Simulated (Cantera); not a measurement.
Charge: 1 mol SiCl₄, 0.021 mol C₃H₈, 120 mol H₂, at 59000 Pa.

Equilibrium computed with Cantera from the NASA thermochemical tables; the gas is ideal and each condensed phase is pure. Candidate condensed phases: C, C₆H₆, C₇H₈, C₈H₁₈, Si, SiC; 109 gas species. Mutual solubility and eutectic melting of coexisting phases are not modelled. The tables' values for SiCl are old estimates; treat these amounts as uncertain. Gases not in the tables: Si₂H₆ and higher silanes. The numbers say what is thermodynamically allowed, not how fast it happens. All values below are at 2098 K.

Base state: H₂ 0.965, HCl 0.0288, H 0.00393, SiCl₂ 0.00184, Si 0.000221, SiH₂ 0.000174, SiCl 9.44e-5, SiH 9.10e-5 (mole fractions); condensed: Si(l) + SiC(s).

**Question.** What changes in the equilibrium state with this change: SiCl₄ replaced by CH₃SiCl₃?

**Answer.** 
```json
[
 {"species": "H₂", "before": "0.965", "after": "0.971"},
 {"species": "HCl", "before": "0.0288", "after": "0.0239"},
 {"species": "H", "before": "0.00393", "after": "0.00395"},
 {"species": "SiCl₂", "before": "0.00184", "after": "0.000195"},
 {"species": "C₂H₂ (acetylene)", "before": "8.26e-6", "after": "0.000347"},
 {"species": "SiCl", "before": "9.44e-5", "after": "1.21e-5"},
 {"species": "CH₄", "before": "1.41e-5", "after": "9.23e-5"},
 {"species": "Si", "before": "0.000221", "after": "3.43e-5"},
 {"species": "SiH", "before": "9.10e-5", "after": "1.41e-5"},
 {"species": "Si(l), mol", "before": "0.641", "after": "0"},
 {"species": "SiC(s), mol", "before": "0.0580", "after": "0.965"}
]
```
The feed counts by its element totals alone.

**Question.** What changes in the equilibrium state with this change: pressure from 59000 Pa to 1000 Pa?

**Answer.** 
| species | before | after |
|---|---|---|
| H₂ | 0.965 | 0.933 |
| H | 0.00393 | 0.0297 |
| HCl | 0.0288 | 0.0293 |
| Si | 0.000221 | 0.00573 |
| SiC₂ | 8.48e-8 | 1.14e-5 |
| CH₄ | 1.41e-5 | 5.09e-7 |
| Si(l), mol | 0.641 | 0 |
| SiC(s), mol | 0.0580 | 0.0207 |
